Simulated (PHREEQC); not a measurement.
1.2 g of hydrous ferric oxide (600 m²/g; 0.2 weak and 0.005 strong sites per Fe, Dzombak-Morel constants, diffuse double layer) in 1 kg of water with 0.3 mol/kgw of an inert sodium salt, at 25 °C; the pH is set by adding NaOH or the inert anion's acid. Oxygen is held at 0.21 atm. No CO2 enters from the air. Nothing may precipitate in this run.

Base run: PHREEQC, ion-association model, wateq4f.dat. Each further column changes one thing. The table gives surface charge σ (C/m²).

```
pH      base  background salt from 0.3 to 0.03 mol/kgw  oxide from 1.2 to 6 g/kgw  0.0015 mol/kgw ZnSO4 added
----  ------  ----------------------------------------  -------------------------  --------------------------
4      0.349                                     0.272                      0.349                       0.169
4.75   0.296                                         ?                      0.296                       0.159
5.88   0.167                                         ?                      0.167                       0.119
6.62   0.095                                     0.042                      0.096                       0.101
7.38   0.041                                     0.017                      0.041                           ?
8.12  -0.001                                         ?                     -0.001                       0.082
9.25  -0.068                                         ?                     -0.068                       0.039
10    -0.132                                    -0.062                     -0.132                           ?
```

Task: What belongs in the gaps?

Result: 
- 4.75, background salt from 0.3 to 0.03 mol/kgw: 0.185
- 5.88, background salt from 0.3 to 0.03 mol/kgw: 0.083
- 7.38, 0.0015 mol/kgw ZnSO4 added: 0.097
- 8.12, background salt from 0.3 to 0.03 mol/kgw: 0.000
- 9.25, background salt from 0.3 to 0.03 mol/kgw: -0.029
- 10, 0.0015 mol/kgw ZnSO4 added: 0.003

 In at least one series the solution becomes supersaturated in solids that the run did not let form, among them Zn(OH)2-a, Zn4(OH)6SO4.
